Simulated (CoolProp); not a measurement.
A simple Rankine cycle with c-C4F8 (RC318): condensing at 294.15 K, boiler at 0.794 MPa, turbine inlet 345.9 K, turbine efficiency 0.6, pump efficiency 0.8, no recuperator. Each further row changes one setting.

Values from CoolProp's reference Helmholtz-energy equation of state, Platzer 1990. This equation is an older, rougher fit; its heat capacities, sound speeds and derivatives of the liquid may be far off and weren't checked against measurements.

```
case                             thermal efficiency (%)  net work (kJ/kg)  heat in (kJ/kg)  turbine exit temperature (K)  volume ratio over the turbine
-------------------------------  ----------------------  ----------------  ---------------  ----------------------------  -----------------------------
as stated                                           5.2              7.49              143                         330.1                           3.11
turbine inlet 365.9 K                               5.0              8.17              162                         350.9                           3.03
condensing temperature 286.15 K                     6.3              9.50              152                         326.8                           4.09
boiler pressure 0.556 MPa                           3.6              5.25              146                         336.2                           2.09
turbine efficiency 0.5                              4.3              6.17              143                         331.6                           3.12
```
